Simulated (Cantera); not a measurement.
Standard-state values (1 bar) from the NASA 1993 polynomials, evaluated with Cantera. Values are per mole of reaction as written; species without (g) are pure solids or liquids, kept so even where they would boil at 1 bar.

O(g) + 2 LiCl = 2 Cl(g) + Li₂O

```
T (K)  ΔH° (kJ)  ΔS° (J/K)  ΔG° (kJ)  log10 K  condensed phases
-----  --------  ---------  --------  -------  ----------------
300       211.2       88.5     184.6   -32.15  LiCl(s), Li₂O(s)
700       205.5       76.2     152.2   -11.36  LiCl(s), Li₂O(s)
800       204.1       74.2     144.7    -9.45  LiCl(s), Li₂O(s)
900       162.7       27.3     138.1    -8.02  LiCl(l), Li₂O(s)
1000        [?]        [?]       [?]      [?]  LiCl(l), Li₂O(s)
1100      159.4       23.6     133.5    -6.34  LiCl(l), Li₂O(s)
1200      158.3       22.5     131.2    -5.71  LiCl(l), Li₂O(s)
1300      157.5       21.9     129.0    -5.18  LiCl(l), Li₂O(s)
1400      157.0       21.6     126.8    -4.73  LiCl(l), Li₂O(s)
1500        [?]        [?]       [?]      [?]  LiCl(l), Li₂O(s)
1600      157.1       21.6     122.5    -4.00  LiCl(l), Li₂O(s)
```

Q: Complete the blanks.

A: 
- 1000, ΔH° (kJ): 160.7
- 1000, ΔS° (J/K): 25.2
- 1000, ΔG° (kJ): 135.5
- 1000, log10 K: -7.08
- 1500, ΔH° (kJ): 156.9
- 1500, ΔS° (J/K): 21.5
- 1500, ΔG° (kJ): 124.7
- 1500, log10 K: -4.34
